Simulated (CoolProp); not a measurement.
Properties of sulfur dioxide along the isobar 101 kPa.

Model: reference Helmholtz-energy equation of state, Gao 2016, in CoolProp.

```
T (K)   phase  cv (kJ/(kg K))  isothermal compressibility (1/MPa)
-----  ------  --------------  ----------------------------------
238.4  liquid          0.8369                           0.0008319
261.4  liquid          0.8233                            0.001054
284.5     gas          0.5023                               10.11
307.5     gas          0.5102                               10.05
330.5     gas          0.5195                               10.02
353.6     gas          0.5297                               9.991
376.6     gas          0.5405                               9.973
399.7     gas          0.5516                               9.959
422.7     gas          0.5626                               9.948
445.7     gas          0.5735                               9.940
468.8     gas          0.5841                               9.934
491.8     gas          0.5942                               9.929
514.9     gas          0.6040                               9.924
```
